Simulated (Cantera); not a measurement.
Cantera run, input and output.

```python
import numpy as np
import cantera as ct

gas = ct.Solution("gri30.yaml")
gas.TPX = 1623, 100000, {'CH4': 2.9, 'O2': 1.54, 'N2': 5.78}
reactor = ct.IdealGasReactor(gas, energy="on", clone=False)
net = ct.ReactorNet([reactor])
net.rtol, net.atol = 1e-08, 1e-16
show = ['CH4', 'O2', 'O', 'C2H4', 'HCN']
times = np.geomspace(1e-06, 1, 11)

steps = ct.SolutionArray(gas, extra=["t"])
rows = []
print(f"{'t/s':>10s}{'T/K':>9s}{'P/Pa':>11s}" + "".join(f"{s:>11s}" for s in show))
for t in times:
    while net.time < t:
        t_next = net.step()
        steps.append(gas.state, t=t_next)
    rows.append([np.interp(t, steps.t, y) for y in (steps.T, steps.P, *steps(*show).X.T)])
    print(f"{t:10.3e}{rows[-1][0]:9.1f}{rows[-1][1]:11.4g}" + "".join(f"{x:11.3e}" for x in rows[-1][2:]))
rate = np.gradient(steps.T, steps.t)
print("integrator steps:", len(steps.t))
if steps.T.max() > steps.T[0] + 200:
    print(f"time of steepest temperature rise: {steps.t[rate.argmax()]:.4e} s")
gas.TPX = 1623, 100000, {'CH4': 2.9, 'O2': 1.54, 'N2': 5.78}
gas.equilibrate("UV")
print(f"equilibrium (UV): T = {gas.T:.1f} K  " + "  ".join(f"{s} {gas[s].X[0]:.3e}" for s in show))
```

Output:

```
       t/s      T/K       P/Pa        CH4         O2          O       C2H4        HCN
 1.000e-06   1623.0      1e+05  2.838e-01  1.507e-01  1.441e-08  2.715e-12  4.363e-18
 3.981e-06   1622.9      1e+05  2.837e-01  1.507e-01  1.804e-08  4.898e-10  7.940e-17
 1.585e-05   1622.8  9.999e+04  2.837e-01  1.507e-01  3.570e-08  5.692e-08  1.482e-15
 6.310e-05   1622.4  9.998e+04  2.833e-01  1.505e-01  1.304e-07  6.365e-06  3.583e-14
 2.512e-04   1631.1  1.006e+05  2.785e-01  1.483e-01  5.314e-07  3.803e-04  1.460e-12
 1.000e-03   2133.4   1.67e+05  7.595e-03  2.776e-08  1.566e-07  1.241e-04  3.049e-05
 3.981e-03   2113.6  1.722e+05  4.786e-03  8.419e-09  8.518e-08  7.579e-05  5.647e-05
 1.585e-02   2094.7  1.773e+05  2.601e-03  1.728e-09  3.777e-08  3.680e-05  8.738e-05
 6.310e-02   2080.5  1.801e+05  9.895e-04  3.412e-10  1.629e-08  1.051e-05  1.170e-04
 2.512e-01   2073.7   1.81e+05  1.619e-04  1.271e-10  9.711e-09  5.971e-07  1.386e-04
 1.000e+00   2072.5   1.81e+05  2.452e-07  1.144e-10  9.160e-09  5.417e-12  1.159e-04
integrator steps: 2289
time of steepest temperature rise: 5.9079e-04 s
equilibrium (UV): T = 2072.5 K  CH4 1.046e-07  O2 1.124e-10  O 9.077e-09  C2H4 1.802e-12  HCN 1.067e-05
```

Model: GRI-Mech 3.0 (53 species, 325 reactions), integrated in Cantera.
